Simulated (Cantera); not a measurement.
Charge: 1 mol SiCl4, 0.05 mol Cl2, 9.6 mol N2, equilibrated at 17000 Pa.

Equilibrium computed with Cantera from the NASA thermochemical tables; the gas is ideal and each condensed phase is pure. Candidate condensed phases: Si, Si3N4; 13 gas species. The tables' values for SiCl3 are old estimates; treat these amounts as uncertain. The numbers say what is thermodynamically allowed, not how fast it happens. All values below are at 1375 K.

Base state: N2 0.900, SiCl4 0.0937, Cl 0.00316, Cl2 0.00312, SiCl3 1.79e-5 (mole fractions); condensed: gas only.

What changes in the equilibrium state with this change: Cl2 from 0.05 to 0.38 mol?


```tsv
species	before	after
N2	0.900	0.870
SiCl4	0.0937	0.0906
Cl2	0.00312	0.0296
Cl	0.00316	0.00974
SiCl3	1.79e-5	5.62e-6
```
